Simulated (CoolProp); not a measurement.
Computed with CoolProp (reference Helmholtz-energy equation of state, Guder 2009).

Q: For sulfur hexafluoride, give the phase and the conductivity (mW/(m K)) at 465.1 K and 26.9 kPa; 465.1 K and 3730 kPa.

A: 
- 465.1 K and 26.9 kPa: gas; conductivity 25.2
- 465.1 K and 3730 kPa: gas; conductivity 28.8

Thermal conductivity comes from a separate model (Assael 2012).
